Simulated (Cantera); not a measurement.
What does this Cantera script print?

```python
import numpy as np
import cantera as ct

gas = ct.Solution("gri30.yaml")
gas.TPX = 625, 28000, {'C3H8': 1, 'O2': 3.57, 'N2': 13.4}
flame = ct.FreeFlame(gas, width=0.098)
flame.set_refine_criteria(ratio=3, slope=0.08, curve=0.16)
flame.transport_model = "mixture-averaged"
flame.solve(loglevel=0, auto=True)
z, T = flame.grid, flame.T
thick = (T[-1] - T[0]) / np.gradient(T, z).max()
show = ['C3H8', 'O2', 'NO', 'CH2CO', 'HCN', 'NO2']
print(f"laminar burning velocity  {flame.velocity[0] * 100:.3f} cm/s")
print(f"burnt temperature         {T[-1]:.1f} K")
print(f"thermal thickness         {thick * 1e3:.4f} mm")
print(f"grid points               {len(z)}")
z0 = z[flame.heat_release_rate.argmax()]
print(f"{'z/mm':>9s}{'T/K':>9s}{'u/(m/s)':>9s}" + "".join(f"{s:>11s}" for s in show))
rows = []
for k in (-3, -2, -1.5, -1, -0.5, -0.25, 0, 0.25, 0.5, 1, 2, 4, 8):
    zz = z0 + k * thick
    rows.append([k * thick, np.interp(zz, z, T), np.interp(zz, z, flame.velocity),
                 *(np.interp(zz, z, flame.X[gas.species_index(s)]) for s in show)])
    print(f"{rows[-1][0] * 1e3:9.3f}{rows[-1][1]:9.1f}{rows[-1][2]:9.3f}" + "".join(f"{x:11.3e}" for x in rows[-1][3:]))
```

Result:

```
laminar burning velocity  158.839 cm/s
burnt temperature         2239.4 K
thermal thickness         0.8982 mm
grid points               145
     z/mm      T/K  u/(m/s)       C3H8         O2         NO      CH2CO        HCN        NO2
   -2.695    625.2    1.593  5.551e-02  1.981e-01  9.236e-10  1.774e-08  3.422e-10  6.968e-11
   -1.796    626.9    1.605  5.527e-02  1.970e-01  1.029e-08  3.202e-07  4.921e-09  8.938e-10
   -1.347    634.7    1.635  5.492e-02  1.951e-01  5.291e-08  2.523e-06  3.144e-08  4.682e-09
   -0.898    691.0    1.806  5.346e-02  1.875e-01  3.977e-07  3.405e-05  3.117e-07  2.424e-08
   -0.449   1048.7    2.865  3.657e-02  1.471e-01  3.268e-06  5.993e-04  3.455e-06  3.755e-08
   -0.225   1426.6    4.071  1.119e-02  1.007e-01  7.708e-06  1.660e-03  9.141e-06  2.705e-08
    0.000   1784.5    5.240  3.984e-04  5.368e-02  1.646e-05  1.458e-03  1.975e-05  8.085e-09
    0.225   1987.1    5.879  1.183e-06  2.452e-02  3.101e-05  3.830e-04  2.938e-05  1.425e-09
    0.449   2065.3    6.111  6.594e-10  1.097e-02  4.723e-05  5.623e-05  2.893e-05  6.850e-10
    0.898   2099.6    6.192  1.737e-16  3.288e-03  6.940e-05  1.240e-06  1.629e-05  7.691e-10
    1.796   2112.2    6.208  3.258e-24  1.729e-03  8.443e-05  3.528e-09  4.084e-06  8.723e-10
    3.593   2123.9    6.234  3.738e-31  1.489e-03  9.047e-05  2.023e-12  4.164e-07  9.325e-10
    7.186   2141.5    6.277 -1.193e-37  1.260e-03  9.475e-05  1.453e-16  1.246e-08  1.002e-09
```

Computed with Cantera and GRI-Mech 3.0 (53 species, 325 reactions). GRI-Mech 3.0 was tuned for natural gas; its chemistry of propane as a main component is partial and can be far from experiment. Burning velocities carry a grid error of a few per cent, more on coarse grids.
